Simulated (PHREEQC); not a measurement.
Make-up at 25 °C: 0.0019 mol/kgw NH3 and 3.4e-05 mol/kgw H3BO3. It is in equilibrium with CO2 at log p = -3.5 (atm). Otherwise closed; pH follows from the charge balance.

Equilibrium calculation in PHREEQC: ion-association model, phreeqc.dat.

| quantity | before | after |
|---|---|---|
| pH | 8.49 | 5.62 |
| ionic strength (mol/kgw) | 0.00165 | 0.00557 |
| NH4+ (mol/kgw) | 0.00162 | 0.00374 |
| NH3 (mol/kgw) | 0.000276 | 8.07e-7 |
| H3BO3 (mol/kgw) | 2.86e-5 | 3.40e-5 |
| CO3-2 (mol/kgw) | 2.62e-5 | 5.19e-11 |

Task: What was changed between the two runs?
A) NH3 from 0.0019 to 0.0038 mol/kgw
B) temperature from 25 to 85 °C
C) temperature from 25 to 80 °C
D) 8.7e-05 mol/kgw Na2SO4 added
E) NH3 replaced by (NH4)2SO4 at the same molality

Result: E, NH3 replaced by (NH4)2SO4 at the same molality

Precipitation was switched off in this run.
